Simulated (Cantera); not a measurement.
Input (Python, Cantera):

```python
import numpy as np
import cantera as ct

gas = ct.Solution("h2o2.yaml")
gas.TPX = 350, 720000, {'H2': 1, 'O2': 0.455, 'N2': 1.71}
flame = ct.FreeFlame(gas, width=0.01)
flame.set_refine_criteria(ratio=3, slope=0.08, curve=0.16)
flame.transport_model = "unity-Lewis-number"
flame.solve(loglevel=0, auto=True)
z, T = flame.grid, flame.T
thick = (T[-1] - T[0]) / np.gradient(T, z).max()
show = ['H2', 'O2', 'H', 'HO2', 'H2O2', 'O']
print(f"laminar burning velocity  {flame.velocity[0] * 100:.3f} cm/s")
print(f"burnt temperature         {T[-1]:.1f} K")
print(f"thermal thickness         {thick * 1e3:.4f} mm")
print(f"grid points               {len(z)}")
z0 = z[flame.heat_release_rate.argmax()]
print(f"{'z/mm':>9s}{'T/K':>9s}{'u/(m/s)':>9s}" + "".join(f"{s:>11s}" for s in show))
rows = []
for k in (-3, -2, -1.5, -1, -0.5, -0.25, 0, 0.25, 0.5, 1, 2, 4, 8):
    zz = z0 + k * thick
    rows.append([k * thick, np.interp(zz, z, T), np.interp(zz, z, flame.velocity),
                 *(np.interp(zz, z, flame.X[gas.species_index(s)]) for s in show)])
    print(f"{rows[-1][0] * 1e3:9.3f}{rows[-1][1]:9.1f}{rows[-1][2]:9.3f}" + "".join(f"{x:11.3e}" for x in rows[-1][3:]))
```

Result:

```
laminar burning velocity  219.257 cm/s
burnt temperature         2469.9 K
thermal thickness         0.0312 mm
grid points               115
     z/mm      T/K  u/(m/s)         H2         O2          H        HO2       H2O2          O
   -0.094    350.0    2.193  3.160e-01  1.438e-01  2.510e-14  8.477e-08  2.421e-08  5.524e-10
   -0.062    350.3    2.195  3.159e-01  1.437e-01  3.545e-13  6.245e-07  1.778e-07  4.263e-09
   -0.047    351.6    2.202  3.158e-01  1.437e-01  5.723e-12  2.968e-06  8.340e-07  2.151e-08
   -0.031    364.3    2.280  3.145e-01  1.430e-01  3.978e-10  2.782e-05  7.204e-06  2.488e-07
   -0.016    560.1    3.463  2.939e-01  1.321e-01  4.317e-06  4.994e-04  6.329e-05  1.844e-05
   -0.008    977.4    5.882  2.443e-01  1.067e-01  1.755e-03  8.953e-04  7.950e-05  3.288e-04
    0.000   1471.3    8.563  1.583e-01  6.577e-02  1.683e-02  3.748e-04  1.911e-05  2.338e-03
    0.008   1782.2   10.139  9.096e-02  3.285e-02  3.053e-02  1.476e-04  4.482e-06  4.644e-03
    0.016   1947.2   10.934  6.585e-02  1.873e-02  2.946e-02  7.155e-05  2.957e-06  5.117e-03
    0.031   2111.2   11.696  5.404e-02  1.077e-02  2.071e-02  3.356e-05  1.820e-06  3.893e-03
    0.062   2248.9   12.318  4.755e-02  6.569e-03  1.223e-02  1.621e-05  1.162e-06  2.134e-03
    0.125   2346.7   12.749  4.222e-02  3.713e-03  7.000e-03  7.222e-06  7.469e-07  1.022e-03
    0.250   2409.5   13.023  3.834e-02  1.880e-03  4.087e-03  2.866e-06  4.411e-07  4.608e-04
```

Detailed kinetics in Cantera: the H2/O2 subset of GRI-Mech 3.0, which has no nitrogen chemistry. The hydrogen kinetics of GRI-Mech 3.0 are dated; newer H2 mechanisms differ, most at raised pressure. Unity Lewis numbers drop preferential diffusion, which matters most where H2 and H carry the flame. Burning velocities carry a grid error of a few per cent, more on coarse grids.
